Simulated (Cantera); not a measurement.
A freely propagating, adiabatic, planar premixed flame of CO : H₂ : O₂ : N₂ = 1 : 0.042 : 0.434 : 1.63 (molar parts), unburnt at 350 K and 760000 Pa; mixture-averaged transport, grid criteria slope 0.08 and curve 0.16, no radiation.

Cantera simulation using GRI-Mech 3.0 (53 species, 325 reactions); the numbers are that mechanism's predictions, not measurements. The hydrogen kinetics of GRI-Mech 3.0 are dated; newer H2 mechanisms differ, most at raised pressure. Burning velocities carry a grid error of a few per cent, more on coarse grids.

Problem. Predict: laminar burning velocity; thermal thickness; peak x(H).

Solution. 
```
Quantity                      Value
------------------------  ---------
laminar burning velocity  37.7 cm/s
thermal thickness         0.0922 mm
peak x(H)                   0.00292
```
